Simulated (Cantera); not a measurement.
A Cantera script and its output.

```python
import numpy as np
import cantera as ct

gas = ct.Solution("h2o2.yaml")
gas.TPX = 650, 96000, {'H2': 1, 'O2': 0.98, 'N2': 3.63}
flame = ct.FreeFlame(gas, width=0.041)
flame.set_refine_criteria(ratio=3, slope=0.08, curve=0.16)
flame.transport_model = "unity-Lewis-number"
flame.solve(loglevel=0, auto=True)
z, T = flame.grid, flame.T
thick = (T[-1] - T[0]) / np.gradient(T, z).max()
show = ['H2', 'O2', 'O', 'H', 'OH', 'HO2']
print(f"laminar burning velocity  {flame.velocity[0] * 100:.3f} cm/s")
print(f"burnt temperature         {T[-1]:.1f} K")
print(f"thermal thickness         {thick * 1e3:.4f} mm")
print(f"grid points               {len(z)}")
z0 = z[flame.heat_release_rate.argmax()]
print(f"{'z/mm':>9s}{'T/K':>9s}{'u/(m/s)':>9s}" + "".join(f"{s:>11s}" for s in show))
rows = []
for k in (-3, -2, -1.5, -1, -0.5, -0.25, 0, 0.25, 0.5, 1, 2, 4, 8):
    zz = z0 + k * thick
    rows.append([k * thick, np.interp(zz, z, T), np.interp(zz, z, flame.velocity),
                 *(np.interp(zz, z, flame.X[gas.species_index(s)]) for s in show)])
    print(f"{rows[-1][0] * 1e3:9.3f}{rows[-1][1]:9.1f}{rows[-1][2]:9.3f}" + "".join(f"{x:11.3e}" for x in rows[-1][3:]))
```

Output:

```
laminar burning velocity  356.789 cm/s
burnt temperature         1965.0 K
thermal thickness         0.3218 mm
grid points               107
     z/mm      T/K  u/(m/s)         H2         O2          O          H         OH        HO2
   -0.965    650.0    3.568  1.783e-01  1.747e-01  4.729e-12  8.522e-13  2.228e-13  1.506e-08
   -0.644    650.0    3.568  1.782e-01  1.747e-01  4.949e-10  8.916e-11  2.348e-11  2.402e-07
   -0.483    650.3    3.570  1.782e-01  1.747e-01  9.832e-09  1.851e-09  4.857e-10  1.552e-06
   -0.322    653.4    3.586  1.779e-01  1.745e-01  3.843e-07  1.335e-07  3.265e-08  1.682e-05
   -0.161    727.9    3.976  1.688e-01  1.703e-01  5.646e-05  1.924e-04  6.569e-05  1.958e-04
   -0.080    946.8    5.099  1.356e-01  1.553e-01  9.132e-04  4.302e-03  7.598e-04  1.581e-04
    0.000   1262.5    6.658  6.568e-02  1.225e-01  6.360e-03  1.981e-02  4.275e-03  9.108e-05
    0.080   1474.7    7.659  2.312e-02  9.942e-02  1.242e-02  2.325e-02  8.507e-03  5.952e-05
    0.161   1591.3    8.191  1.300e-02  9.307e-02  1.300e-02  1.757e-02  1.013e-02  4.578e-05
    0.322   1711.8    8.730  8.853e-03  9.127e-02  1.004e-02  9.917e-03  1.074e-02  3.314e-05
    0.644   1815.6    9.185  5.581e-03  9.111e-02  6.220e-03  4.374e-03  9.934e-03  2.129e-05
    1.287   1889.4    9.505  2.879e-03  9.161e-02  3.156e-03  1.483e-03  7.885e-03  1.158e-05
    2.574   1932.5    9.691  1.220e-03  9.234e-02  1.328e-03  3.902e-04  5.442e-03  5.507e-06
```

Computed with Cantera and the H2/O2 subset of GRI-Mech 3.0, which has no nitrogen chemistry. Unity Lewis numbers drop preferential diffusion, which matters most where H2 and H carry the flame. Burning velocities carry a grid error of a few per cent, more on coarse grids. Lean hydrogen flames are cellular in practice and burn faster than this planar one.
